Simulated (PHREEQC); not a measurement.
Dissolve 0.018 mol/kgw Cu(NO3)2, 0.0011 mol/kgw HCl and 0.000122 mol/kgw Ca(HCO3)2 at 25 °C. Closed to the air; pH follows from the charge balance.

Computed with PHREEQC (ion-association model, phreeqc.dat).

Task: The ionic strength comes out as 0.0552 mol/kgw. What activity coefficients do Ca+2, NO3-, CuCl+, Cu+2, Cl- get?

Result: Ca+2 0.46, NO3- 0.80, CuCl+ 0.81, Cu+2 0.47, Cl- 0.81.

Precipitation was switched off in this run. Species that the database lacks are ignored.
